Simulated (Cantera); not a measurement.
**Thermodynamics of chlorosilane synthesis and conversion, feed SiCl4 + H2 + HCl**

A closed system holds: 1 mol SiCl4, 5.3 mol H2, 1.9 mol HCl, held at 2400000 Pa.

Method: chemical equilibrium by Gibbs-energy minimisation in Cantera with the NASA 1993 tables (ideal gas, pure condensed phases). Candidate condensed phases: Si; 19 gas species. The tables' values for SiCl3 are old estimates; treat these amounts as uncertain. Equilibrium is a limit: real reactors are often held back by kinetics, nucleation or transport.

| T (K) | log p H2 | log p HCl | log p SiCl4 | log p SiHCl3 | log p SiCl3 |
|---|---|---|---|---|---|
| 700 | 1.19 | 0.75 | 0.47 | -2.78 | -7.54 |
| 800 | 1.19 | 0.75 | 0.47 | -2.13 | -5.89 |
| 900 | 1.19 | 0.75 | 0.46 | -1.64 | -4.62 |
| 1000 | 1.19 | 0.75 | 0.46 | -1.25 | -3.61 |
| 1100 | 1.19 | 0.75 | 0.45 | -0.95 | -2.80 |
| 1200 | 1.18 | 0.76 | 0.43 | -0.71 | -2.13 |
| 1300 | 1.18 | 0.77 | 0.41 | -0.52 | -1.59 |
| 1400 | 1.18 | 0.78 | 0.38 | -0.38 | -1.14 |
| 1500 | 1.17 | 0.80 | 0.34 | -0.28 | -0.78 |
log p: log10 of the partial pressure in bar; nothing condenses.

From 700 K to 1500 K nothing is condensed. The main Si-bearing gas is SiCl4 throughout.
